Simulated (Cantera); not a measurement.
Boron, boron nitride and boron oxide: BCl₃ + O₂ + N₂

A closed system holds: 1 mol BCl₃, a varied amount of O₂, 0.14 mol N₂, equilibrated at 1850 °C and 76.0 Pa.

Method: chemical equilibrium by Gibbs-energy minimisation in Cantera with the NASA 1993 tables (ideal gas, pure condensed phases). Candidate condensed phases: B, BN, B₂O₃; 25 gas species. The tables' values for BOCl are old estimates; treat these amounts as uncertain. Equilibrium is a limit: real reactors are often held back by kinetics, nucleation or transport.

```
n(O₂) (mol)   x Cl    x O₂  x B₂O₃   x BO₂     x O    x N₂   x BOCl     x BO
-----------  -----  ------  ------  ------  ------  ------  -------  -------
0.93         0.754  0.0346  0.0946  0.0458  0.0110  0.0356   0.0183  0.00448
1.1          0.722  0.0689  0.0877  0.0524  0.0155  0.0338   0.0142  0.00363
1.3          0.687   0.107  0.0811  0.0563  0.0194  0.0319   0.0116  0.00313
1.5          0.656   0.143  0.0755  0.0584  0.0224  0.0302  0.00996  0.00281
1.8          0.613   0.192  0.0684  0.0598  0.0259  0.0281  0.00825  0.00248
2.2          0.565   0.248  0.0608  0.0601  0.0295  0.0257  0.00672  0.00220
2.5          0.533   0.285  0.0561  0.0598  0.0316  0.0241  0.00588  0.00204
3            0.488   0.338  0.0495  0.0586  0.0344  0.0219  0.00484  0.00183
3.6          0.443   0.392  0.0433  0.0569  0.0370  0.0197  0.00396  0.00165
4.2          0.405   0.437  0.0383  0.0550  0.0391  0.0179  0.00332  0.00151
```
x: gas mole fraction; nothing condenses.

From 0.93 mol O₂ to 4.2 mol O₂ nothing is condensed. The main B-bearing gas is B₂O₃ throughout.
